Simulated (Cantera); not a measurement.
What does this Cantera script print?

```python
import numpy as np
import cantera as ct

gas = ct.Solution("h2o2.yaml")
gas.TPX = 1350, 56000, {'H2': 1.4, 'O2': 1, 'N2': 2}
inlet = ct.Reservoir(gas, clone=True)

reactor = ct.IdealGasConstPressureReactor(gas, energy="off", clone=False)
exhaust = ct.Reservoir(gas, clone=True)
tau = [17, 6, 2, 0.7, 0.24, 0.081, 0.028, 0.0095][0]
for a, b in ((inlet, reactor), (reactor, exhaust)):
    ct.MassFlowController(a, b, mdot=lambda t: reactor.mass / tau)
net = ct.ReactorNet([reactor])
show = ['H2', 'O2', 'H2O2', 'OH', 'O']

rows = []
print(f"{'tau/s':>10s}{'T/K':>9s}" + "".join(f"{s:>11s}" for s in show))
for tau in [17, 6, 2, 0.7, 0.24, 0.081, 0.028, 0.0095]:
    net.initial_time = 0.0
    net.advance(30 * tau)
    before = gas.X
    net.advance(40 * tau)
    drift = np.max(np.abs(gas.X - before) / (gas.X + 1e-9))
    rows.append([gas.T, *gas[show].X, drift])
    print(f"{tau:10.3e}{gas.T:9.1f}" + "".join(f"{x:11.3e}" for x in gas[show].X))
```

Result:

```
     tau/s      T/K         H2         O2       H2O2         OH          O
 1.700e+01   1350.0  2.070e-05  8.105e-02  9.190e-08  1.439e-04  3.296e-06
 6.000e+00   1350.0  4.151e-05  8.104e-02  1.607e-07  2.015e-04  6.581e-06
 2.000e+00   1350.0  8.653e-05  8.103e-02  2.832e-07  2.889e-04  1.385e-05
 7.000e-01   1350.0  1.746e-04  8.103e-02  4.739e-07  4.087e-04  2.852e-05
 2.400e-01   1350.0  3.564e-04  8.105e-02  7.781e-07  5.834e-04  6.003e-05
 8.100e-02   1350.0  7.318e-04  8.112e-02  1.247e-06  8.399e-04  1.283e-04
 2.800e-02   1350.0  1.464e-03  8.129e-02  1.914e-06  1.205e-03  2.692e-04
 9.500e-03   1350.0  2.920e-03  8.170e-02  2.848e-06  1.751e-03  5.669e-04
```

Computed with Cantera and the H2/O2 subset of GRI-Mech 3.0, which has no nitrogen chemistry. The temperature is held fixed by assumption; the heat of reaction is taken as removed at once.
